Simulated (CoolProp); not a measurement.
Model: reference Helmholtz-energy equation of state, McLinden 2015, in CoolProp.

Give the vapour pressure (MPa), liquid density (kg/m³), vapour density (kg/m³), enthalpy of vaporisation (kJ/kg) of saturated the fluoroketone C6F12O (FK-5-1-12) at -35.45, 90.35 °C.


```tsv
T (°C)	p (MPa)	liquid density (kg/m³)	vapour density (kg/m³)	enthalpy of vaporisation (kJ/kg)
-35.45	0.00134	1770	0.216	111
90.35	0.350	1380	43.3	74.2
```
